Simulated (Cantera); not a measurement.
Feed: 1 mol Cu, 2.5 mol F2, equilibrated at 873.15 K and 830 Pa.

These are equilibrium values from Cantera (NASA tables, ideal gas, pure condensed phases), not measurements of a reactor. Candidate condensed phases: Cu, CuF2; 6 gas species. The numbers say what is thermodynamically allowed, not how fast it happens.

Base state: F2 0.775, F 0.225, CuF2 1.68e-5 (mole fractions); condensed: CuF2(s).

Problem. What changes in the equilibrium state with this change: temperature from 873.15 K to 723 K?

Solution. 
```tsv
species	before	after
F2	0.775	0.976
F	0.225	0.0244
CuF2	1.68e-5	1.00e-8
CuF2(s), mol	1.000	1.00
```

Problem. What changes in the equilibrium state with this change: 0.0082 mol NH3 added?

Solution. 
```tsv
species	before	after
F2	0.775	0.760
F	0.225	0.223
HF	0	0.0144
CuF2	1.68e-5	1.68e-5
N2	0	0.00193
NF3	0	0.000947
CuF2(s), mol	1.000	1.000
```
